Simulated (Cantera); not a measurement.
Input: 1 mol Si₂Cl₆, 1.1 mol N₂, 2 mol H₂, at 0.0133 bar.

Method: chemical equilibrium by Gibbs-energy minimisation in Cantera with the NASA 1993 tables (ideal gas, pure condensed phases). Candidate condensed phases: NH₄Cl, Si, Si₃N₄; 28 gas species. The feed counts by its element totals alone. N₂ is the only nitrogen source here; it is nearly inert below about 1500 K, so the nitride shown seldom forms there in practice. Rates play no part. All values below are at 850 K.

Base state: HCl 0.395, H₂ 0.256, SiCl₄ 0.241, N₂ 0.108, SiHCl₃ 0.000259 (mole fractions); condensed: Si₃N₄(s).

Task: What changes in the equilibrium state with this change: H₂ from 2 to 15 mol?

Result: 
```
species          before     after
-------------  --------  --------
H₂                0.256     0.736
HCl               0.395     0.232
SiCl₄             0.241    0.0271
N₂                0.108   0.00492
SiHCl₃         0.000259  0.000143
Si₃N₄(s), mol     0.312     0.507
```
